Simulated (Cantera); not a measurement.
**Ignition delay**

Mixture: 27.7 % CO, 3.05 % H₂, 10.2 % O₂, 38.5 % N₂, 20.5 % H₂O, at 8250 Torr, adiabatic and at constant pressure. Ignition delay is the time to a rise of 400 K.

Model: GRI-Mech 3.0 (53 species, 325 reactions), integrated in Cantera. The hydrogen kinetics of GRI-Mech 3.0 are dated; newer H2 mechanisms differ, most at raised pressure.

```tsv
T0 (K)	delay (ms)
1300	0.0443
1350	0.0239
1400	0.0140
1450	0.00904
1500	0.00639
1550	0.00486
```

```yaml
apparent activation energy between 1450 and 1550 K: 120 kJ/mol
```
